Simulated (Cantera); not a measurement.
A freely propagating, adiabatic, planar premixed flame of 24.0 % H2, 15.0 % O2, 56.3 % N2, 4.79 % H2O, unburnt at 525 K and 450 Torr; mixture-averaged transport, grid criteria slope 0.08 and curve 0.16, no radiation.

Detailed kinetics in Cantera: the H2/O2 subset of GRI-Mech 3.0, which has no nitrogen chemistry. Burning velocities carry a grid error of a few per cent, more on coarse grids.

**Question.** Predict: laminar burning velocity; thermal thickness; peak x(O); peak x(H2O2); peak x(OH).

**Answer.** laminar burning velocity: 425 cm/s
thermal thickness: 0.795 mm
peak x(O): 0.0113
peak x(H2O2): 2.39e-5
peak x(OH): 0.0147
